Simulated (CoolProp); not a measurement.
Saturation properties of the fluoroketone C6F12O (FK-5-1-12).

Model: reference Helmholtz-energy equation of state, McLinden 2015, in CoolProp.

```json
[
 {"T (K)": "315", "p (bar)": "0.7836", "liquid density (kg/m³)": "1550", "vapour density (kg/m³)": "9.993"},
 {"T (K)": "317.3", "p (bar)": "0.8519", "liquid density (kg/m³)": "1543", "vapour density (kg/m³)": "10.82"},
 {"T (K)": "319.6", "p (bar)": "0.9249", "liquid density (kg/m³)": "1535", "vapour density (kg/m³)": "11.71"},
 {"T (K)": "322", "p (bar)": "1.006", "liquid density (kg/m³)": "1528", "vapour density (kg/m³)": "12.69"},
 {"T (K)": "324.3", "p (bar)": "1.089", "liquid density (kg/m³)": "1520", "vapour density (kg/m³)": "13.70"},
 {"T (K)": "326.6", "p (bar)": "1.177", "liquid density (kg/m³)": "1513", "vapour density (kg/m³)": "14.76"},
 {"T (K)": "328.9", "p (bar)": "1.271", "liquid density (kg/m³)": "1505", "vapour density (kg/m³)": "15.89"},
 {"T (K)": "331.2", "p (bar)": "1.371", "liquid density (kg/m³)": "1497", "vapour density (kg/m³)": "17.09"},
 {"T (K)": "333.5", "p (bar)": "1.476", "liquid density (kg/m³)": "1489", "vapour density (kg/m³)": "18.36"},
 {"T (K)": "335.9", "p (bar)": "1.592", "liquid density (kg/m³)": "1481", "vapour density (kg/m³)": "19.77"},
 {"T (K)": "338.2", "p (bar)": "1.710", "liquid density (kg/m³)": "1473", "vapour density (kg/m³)": "21.20"},
 {"T (K)": "340.5", "p (bar)": "1.835", "liquid density (kg/m³)": "1465", "vapour density (kg/m³)": "22.71"},
 {"T (K)": "342.8", "p (bar)": "1.967", "liquid density (kg/m³)": "1457", "vapour density (kg/m³)": "24.31"},
 {"T (K)": "345.1", "p (bar)": "2.106", "liquid density (kg/m³)": "1449", "vapour density (kg/m³)": "26.00"},
 {"T (K)": "347.4", "p (bar)": "2.252", "liquid density (kg/m³)": "1440", "vapour density (kg/m³)": "27.78"}
]
```

It boils at 322.2 K under 1 atm.
